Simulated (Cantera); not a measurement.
# Ammonia decomposition in nitride growth gas

A perfectly stirred reactor is fed with NH3 : H2 = 1 : 30 (molar parts), at 0.987 atm; it is held at 2125 K, and followed from long to short residence time.

Model: the gas-phase N/H chemistry of the illustrative SiF4/NH3 mechanism in the Surface Chemkin manual (1991), integrated in Cantera. Walls and surfaces, which speed up NH3 decomposition in real reactors, are not modelled.

| τ (s) | x NH3 | x H2 | x N2H2 | x NH | x N |
|---|---|---|---|---|---|
| 1.9 | 0.00122 | 0.980 | 1.14e-9 | 1.36e-6 | 3.60e-7 |
| 0.98 | 0.00171 | 0.980 | 2.19e-9 | 1.87e-6 | 4.91e-7 |
| 0.51 | 0.00241 | 0.980 | 4.15e-9 | 2.55e-6 | 6.57e-7 |
| 0.27 | 0.00340 | 0.979 | 7.69e-9 | 3.41e-6 | 8.53e-7 |
| 0.14 | 0.00496 | 0.979 | 1.43e-8 | 4.51e-6 | 1.08e-6 |
| 0.073 | 0.00732 | 0.978 | 2.59e-8 | 5.80e-6 | 1.29e-6 |
| 0.038 | 0.0108 | 0.976 | 4.45e-8 | 7.16e-6 | 1.46e-6 |
| 0.020 | 0.0154 | 0.974 | 6.90e-8 | 8.38e-6 | 1.55e-6 |
| 0.011 | 0.0200 | 0.972 | 9.33e-8 | 9.22e-6 | 1.56e-6 |
| 0.0055 | 0.0249 | 0.969 | 1.14e-7 | 9.63e-6 | 1.49e-6 |
| 0.0029 | 0.0283 | 0.968 | 1.18e-7 | 9.29e-6 | 1.33e-6 |
x: mole fraction; the columns are a selection and need not sum to one.
